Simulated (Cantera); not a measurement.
What does this Cantera script print?

```python
import numpy as np
import cantera as ct

gas_names = """
    N NO NO2 NO3 N2 N2O O O2 O3 Pb PbO Pb2
""".split()
cond_names = """
    Pb(cr) Pb(L) PbO(rd) PbO(yw) PbO(L) PbO2(s) Pb3O4(s)
""".split()


# ... load() reads the species with a 1 bar reference pressure and builds the phases ...
atoms = {
    'PbO': {'Pb': 1, 'O': 1},
    'O2': {'O': 2},
    'N2': {'N': 2},
}
top_T = {'Pb3O4(s)': 820}  # K; cautious upper limits of use, not melting points


# ... equilibrate(T, P, feed) seeds the gas with the atoms and calls Mixture.equilibrate('TP', solver="vcs", rtol=1e-11, max_steps=5000) ...
results = []
feed = {'PbO': 1, 'O2': 0.49, 'N2': 95}  # mol
T = 1448.15  # K
P = 13  # Pa
mix = equilibrate(T, P, feed)
results.append((T, P, feed, dict(zip(mix.species_names, mix.species_moles))))
x = sorted(zip(gas.X, gas.species_names), reverse=True)
print(f"T = {T:g} K  P = {P:g} Pa  gas = {mix.phase_moles(0):.4g} mol")
print("   x: " + "  ".join(f"{s} {v:.3e}" for v, s in x if v > 1e-06))
print("   condensed (mol): " + ("  ".join(f"{mix.phase(i).name} {mix.phase_moles(i):.4g}"
      for i in range(1, mix.n_phases) if mix.phase_moles(i) > 1e-12) or "none"))
```

It prints:

```
T = 1448.15 K  P = 13 Pa  gas = 96.87 mol
   x: N2 9.806e-01  O2 8.876e-03  Pb 7.867e-03  PbO 2.456e-03  NO 2.158e-04  O 1.615e-05
   condensed (mol): none
```

Method: chemical equilibrium by Gibbs-energy minimisation in Cantera with the NASA 1993 tables (ideal gas, pure condensed phases).
